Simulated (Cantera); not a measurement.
A Cantera script and what it prints.

```python
import numpy as np
import cantera as ct

gas_names = [...]  # 113 gases of nasa_gas.yaml made of C, Cu, H, O
cond_names = """
    C(gr) C6H6(L) C7H8(L) C8H18(L),n-octa Cu(cr) Cu(L) CuO(s) CuO2H2(s) Cu2O(s) Cu2O(L) H2O(s) H2O(L)
""".split()


# ... load() reads the species with a 1 bar reference pressure and builds the phases ...
atoms = {
    'CuO': {'Cu': 1, 'O': 1},
    'C': {'C': 1},
    'H2': {'H': 2},
}
top_T = {'C(gr)': 4500, 'CuO(s)': 1390}  # K; cautious upper limits of use, not melting points


# ... equilibrate(T, P, feed) seeds the gas with the atoms and calls Mixture.equilibrate('TP', solver="vcs", rtol=1e-11, max_steps=5000) ...
results = []
feed = {'CuO': 1, 'C': 1.5, 'H2': 5.7}  # mol
T = 875  # K
P = 15000  # Pa
mix = equilibrate(T, P, feed)
results.append((T, P, feed, dict(zip(mix.species_names, mix.species_moles))))
print(gas.report(threshold=0.0001))
for i in range(1, mix.n_phases):
    print(f"{mix.phase(i).name:16s} {mix.phase_moles(i):12.5e} mol")
```

Result:

```
       temperature   875 K
          pressure   15000 Pa
           density   0.012986 kg/m^3
  mean mol. weight   6.2983 kg/kmol
   phase of matter   gas

                          1 kg             1 kmol
                     ---------------   ---------------
          enthalpy       -1.8724e+06       -1.1793e+07  J
   internal energy       -3.0275e+06       -1.9068e+07  J
           entropy             31413        1.9785e+05  J/K
    Gibbs function       -2.9358e+07       -1.8491e+08  J
 heat capacity c_p            5157.2             32482  J/K
 heat capacity c_v            3837.1             24168  J/K

                      mass frac. Y      mole frac. X     chem. pot. / RT
                     ---------------   ---------------   ---------------
               CH4           0.10853          0.042608           -39.935
                CO           0.40857          0.091872           -44.742
               CO2           0.09513          0.013615            -88.14
                H2           0.25818            0.8066           -19.296
               H2O           0.12959          0.045306           -62.694
     [ +108 minor]        7.1741e-07         1.518e-07

C(gr)             5.99224e-01 mol
Cu(cr)            1.00000e+00 mol
CuO(s)            0.00000e+00 mol
CuO2H2(s)         0.00000e+00 mol
Cu2O(s)           0.00000e+00 mol
```

Equilibrium computed with Cantera from the NASA thermochemical tables; the gas is ideal and each condensed phase is pure.
